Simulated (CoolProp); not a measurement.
The fluid at 266.34 K and 0.183 MPa (liquid) is heated at constant pressure to 438.4 K. The same conditions are run with several fluids, on thermodynamics alone (safety and materials aside).

The numbers come from the reference Helmholtz-energy equation of state of each fluid (toluene: Lemmon 2006; o-xylene: Zhou 2012; decamethylcyclopentasiloxane (D5): Thol 2019; n-butane: Bücker 2006; n-nonane: Lemmon 2006) in CoolProp.

```json
[
 {"fluid": "toluene", "heat (kJ/kg)": "[?]", "final phase": "gas", "final density (kg/m³)": "[?]"},
 {"fluid": "o-xylene", "heat (kJ/kg)": "335", "final phase": "liquid", "final density (kg/m³)": "[?]"},
 {"fluid": "decamethylcyclopentasiloxane (D5)", "heat (kJ/kg)": "[?]", "final phase": "liquid", "final density (kg/m³)": "801"},
 {"fluid": "n-butane", "heat (kJ/kg)": "725", "final phase": "gas", "final density (kg/m³)": "[?]"},
 {"fluid": "n-nonane", "heat (kJ/kg)": "[?]", "final phase": "liquid", "final density (kg/m³)": "[?]"}
]
```

Q: Complete the blanks.

A: 
- toluene, heat (kJ/kg): 655
- toluene, final density (kg/m³): 4.85
- o-xylene, final density (kg/m³): 749
- decamethylcyclopentasiloxane (D5), heat (kJ/kg): 307
- n-butane, final density (kg/m³): 2.96
- n-nonane, heat (kJ/kg): 418
- n-nonane, final density (kg/m³): 595
